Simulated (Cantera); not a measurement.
Input: 1 mol Si, 0.055 mol N2O, a varied amount of N2, at 97000 Pa.

Method: chemical equilibrium by Gibbs-energy minimisation in Cantera with the NASA 1993 tables (ideal gas, pure condensed phases). Candidate condensed phases: Si, SiO2, Si2N2O, Si3N4; 16 gas species. Mutual solubility and eutectic melting of coexisting phases are not modelled. Equilibrium is a limit: real reactors are often held back by kinetics, nucleation or transport.

Stable condensed phases, one row left out:

```
T in K \ n(N2) in mol
          78 150 230 300 380 450 530 600 680 750 820 900
   2150    A   A   A   A   A   A   A   A   A   A   A   A
   2050    B   B   B   B   B   B   B   B   B   B   B   B
   2000    B   B   B   B   B   B   B   B   B   B   B   B
   1950    B   B   B   B   B   B   B   B   B   B   B   B
   1900    C   B   B   B   B   B   B   B   B   B   B   B
   1850    C   C   C   B   B   B   B   B   B   B   B   B
   1800    C   C   C   C   C   C   C   C   C   C   B   B
   1750    C   C   C   C   C   C   C   C   C   C   C   C
```

A: Si; B: Si3N4; C: Si2N2O + Si3N4.

**Question.** Give the row for 2100 K.

**Answer.** 78: Si3N4; 150: Si3N4; 230: Si3N4; 300: Si3N4; 380: Si3N4; 450: Si3N4; 530: Si3N4; 600: Si3N4; 680: Si3N4; 750: Si3N4; 820: Si3N4; 900: Si3N4.
